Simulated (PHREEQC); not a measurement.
Make-up at 77 °C: 0.076 mol CuSO4, 0.00035 mol HNO3 and 8.4e-05 mol Na2SO4 per kg of water. Closed to the air; pH follows from the charge balance.

Equilibrium calculation in PHREEQC: ion-association model, wateq4f.dat.

Each row changes one thing in this solution. Precipitation was switched off in this run.

```tsv
case	pH	ionic strength (mol/kgw)	Cu+2 (mol/kgw)	SO4-2 (mol/kgw)	CuSO4 (mol/kgw)	HSO4- (mol/kgw)	SI of Tenorite (CuO)	SI of Cu(OH)2 (Cu(OH)2)
as made	3.99	0.157	0.0390	0.0388	0.0367	0.000575	+0.11	-0.91
Na2SO4 replaced by Na2B4O7 at the same molality	4.04	0.157	0.0389	0.0388	0.0366	0.000512	+0.21	-0.81
diluted 10-fold with water	___	0.0211	0.00524	0.00526	0.00230	5.14e-5	+0.25	-0.77
diluted 100-fold with water	4.86	0.00273	0.000669	0.000681	7.68e-5	___	+0.48	-0.54
temperature from 77 to 55 °C	___	0.158	0.0393	0.0392	0.0366	0.000310	-0.45	-1.47
Na2SO4 replaced by Na2SiO3 at the same molality	4.04	0.157	0.0389	0.0388	0.0366	0.000512	+0.21	-0.81
```

Task: Complete the blanks.

Result: 
- diluted 10-fold with water, pH: 4.38
- diluted 100-fold with water, HSO4- (mol/kgw): 2.83e-6
- temperature from 77 to 55 °C, pH: 4.02

Some of these states are supersaturated (in Tenorite (slow to form), for instance). Constants without temperature data keep their 25 °C values here.
